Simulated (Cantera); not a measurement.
Feed: 1 mol Si₂Cl₆, 0.24 mol NH₃, 1.8 mol N₂, held at 0.200 bar.

Cantera equilibrium calculation (NASA polynomials, part measured and part estimated; ideal gas, pure solids and liquids). Candidate condensed phases: NH₄Cl, Si, Si₃N₄; 28 gas species. The feed counts by its element totals alone. The tables' values for SiCl₃ are old estimates; treat these amounts as uncertain. Equilibrium is a limit: real reactors are often held back by kinetics, nucleation or transport. All values below are at 902 °C.

Base state: N₂ 0.426, SiCl₄ 0.385, HCl 0.167, H₂ 0.0188, SiCl₃ 0.00195, SiHCl₃ 0.00102, SiCl₂ 9.66e-5 (mole fractions); condensed: Si₃N₄(s).

Q: What changes in the equilibrium state with this change: pressure from 0.200 bar to 0.0133 bar?

A: 
```json
[
 {"species": "N₂", "before": "0.426", "after": "0.424"},
 {"species": "SiCl₄", "before": "0.385", "after": "0.378"},
 {"species": "HCl", "before": "0.167", "after": "0.177"},
 {"species": "H₂", "before": "0.0188", "after": "0.0136"},
 {"species": "SiCl₂", "before": "9.66e-5", "after": "0.000916"},
 {"species": "SiCl₃", "before": "0.00195", "after": "0.00595"},
 {"species": "SiHCl₃", "before": "0.00102", "after": "0.000682"},
 {"species": "Si₃N₄(s), mol", "before": "0.215", "after": "0.216"}
]
```
